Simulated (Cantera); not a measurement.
A closed system holds: 1 mol n-butane, 0.23 mol O2, 5.7 mol H2O, at 11000 Pa.

Cantera equilibrium calculation (NASA polynomials, part measured and part estimated; ideal gas, pure solids and liquids). Candidate condensed phases: C, C6H6, C7H8, C8H18, H2O; 110 gas species. Kinetics and transport are ignored.

x: gas mole fraction; nothing condenses.

```json
[
 {"T (K)": "1898", "x H2": "0.593", "x CO": "0.258", "x H": "0.00182", "x H2O": "0.133", "x CO2": "0.0138", "x OH": "3.33e-5", "x O": "___"},
 {"T (K)": "1998", "x H2": "0.591", "x CO": "0.259", "x H": "0.00372", "x H2O": "0.134", "x CO2": "0.0128", "x OH": "8.38e-5", "x O": "___"},
 {"T (K)": "2098", "x H2": "0.587", "x CO": "0.259", "x H": "0.00711", "x H2O": "0.134", "x CO2": "0.0120", "x OH": "0.000193", "x O": "___"},
 {"T (K)": "2198", "x H2": "0.582", "x CO": "0.259", "x H": "0.0128", "x H2O": "0.134", "x CO2": "0.0113", "x OH": "0.000411", "x O": "___"},
 {"T (K)": "2298", "x H2": "0.575", "x CO": "0.258", "x H": "0.0219", "x H2O": "0.134", "x CO2": "0.0107", "x OH": "0.000819", "x O": "___"},
 {"T (K)": "2398", "x H2": "0.563", "x CO": "0.257", "x H": "0.0357", "x H2O": "0.132", "x CO2": "0.0102", "x OH": "0.00154", "x O": "___"},
 {"T (K)": "2498", "x H2": "0.547", "x CO": "0.254", "x H": "0.0556", "x H2O": "0.130", "x CO2": "0.00975", "x OH": "0.00273", "x O": "___"},
 {"T (K)": "2598", "x H2": "0.526", "x CO": "0.251", "x H": "0.0832", "x H2O": "0.126", "x CO2": "0.00929", "x OH": "0.00460", "x O": "___"},
 {"T (K)": "2698", "x H2": "0.497", "x CO": "0.246", "x H": "0.120", "x H2O": "0.120", "x CO2": "0.00881", "x OH": "0.00739", "x O": "___"},
 {"T (K)": "2798", "x H2": "0.461", "x CO": "0.239", "x H": "0.166", "x H2O": "0.111", "x CO2": "0.00825", "x OH": "0.0112", "x O": "___"}
]
```

Task: Fill in the missing entries.

Result: 
- 1898, x O: 7.66e-8
- 1998, x O: 3.85e-7
- 2098, x O: 1.66e-6
- 2198, x O: 6.30e-6
- 2298, x O: 2.13e-5
- 2398, x O: 6.51e-5
- 2498, x O: 0.000182
- 2598, x O: 0.000472
- 2698, x O: 0.00114
- 2798, x O: 0.00255
